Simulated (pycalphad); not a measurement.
CALPHAD calculation (pycalphad, COST 507 light-alloy database (1999)), 1 atm. The database dates from 1999; later assessments differ in places, in temperatures and in the compounds included. Amounts are mole fractions of atoms. Kinetics are ignored, which matters at the lower temperatures.

**Question.** Give the equilibrium state of Si-0.48Zr (at.%) at 367 °C.

**Answer.** 
```
T = 640.00 K, P = 101325 Pa, N = 1 mol of atoms
G = -16123 J/mol, H = 6978 J/mol, S = 36.09 J/(mol K)  (SER reference)
chemical potentials (J/mol): Si -15256, Zr -195810
phase             fraction      x(Si)      x(Zr)
DIAMOND_A4          0.9856     1.0000       none
SI2ZR               0.0144     0.6667     0.3333
```

**Question.** Give the equilibrium state of Si-0.48Zr (at.%) at 1407 °C.

**Answer.** diamond (Si), fraction 0.648, with no Zr at.%; liquid, fraction 0.352, with 1.4 Zr at.%.

Database names, with the compositions (at.%) that they take in these runs: SI2ZR: Si 67 Zr 33. DIAMOND_A4 is diamond (Si). An entry "none" or "no" means that the model of the phase leaves that element out.
